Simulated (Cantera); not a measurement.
Input (Python, Cantera) and output of one run.

```python
import numpy as np
import cantera as ct

gas_names = """
    C CO CO2 C2 C2O C3 C3O2 C4 C5 Mg MgO Mg2 O O2 O3
""".split()
cond_names = """
    C(gr) Mg(cr) Mg(L) MgCO3(s) MgO(s) MgO(L)
""".split()


# ... load() reads the species with a 1 bar reference pressure and builds the phases ...
atoms = {
    'MgCO3': {'Mg': 1, 'C': 1, 'O': 3},
    'O2': {'O': 2},
}
top_T = {'C(gr)': 4500}  # K; cautious upper limits of use, not melting points


# ... equilibrate(T, P, feed) seeds the gas with the atoms and calls Mixture.equilibrate('TP', solver="vcs", rtol=1e-11, max_steps=5000) ...
results = []
feed = {'MgCO3': 1, 'O2': 2.3}  # mol
T = 1075  # K
P = 101325  # Pa
mix = equilibrate(T, P, feed)
results.append((T, P, feed, dict(zip(mix.species_names, mix.species_moles))))
print(gas.report(threshold=0.0001))
for i in range(1, mix.n_phases):
    print(f"{mix.phase(i).name:16s} {mix.phase_moles(i):12.5e} mol")
```

Output:

```
       temperature   1075 K
          pressure   1.0132e+05 Pa
           density   0.404 kg/m^3
  mean mol. weight   35.638 kg/kmol
   phase of matter   gas

                          1 kg             1 kmol
                     ---------------   ---------------
          enthalpy       -2.5317e+06       -9.0225e+07  J
   internal energy       -2.7825e+06       -9.9163e+07  J
           entropy            7276.8        2.5933e+05  J/K
    Gibbs function       -1.0354e+07         -3.69e+08  J
 heat capacity c_p            1155.4             41175  J/K
 heat capacity c_v            922.08             32861  J/K

                      mass frac. Y      mole frac. X     chem. pot. / RT
                     ---------------   ---------------   ---------------
               CO2           0.37421           0.30303           -73.875
                O2           0.62579           0.69697           -27.115
     [  +13 minor]        6.9893e-10         1.342e-09

C(gr)             0.00000e+00 mol
Mg(L)             0.00000e+00 mol
MgO(s)            1.00000e+00 mol
```

Cantera equilibrium calculation (NASA polynomials, part measured and part estimated; ideal gas, pure solids and liquids).
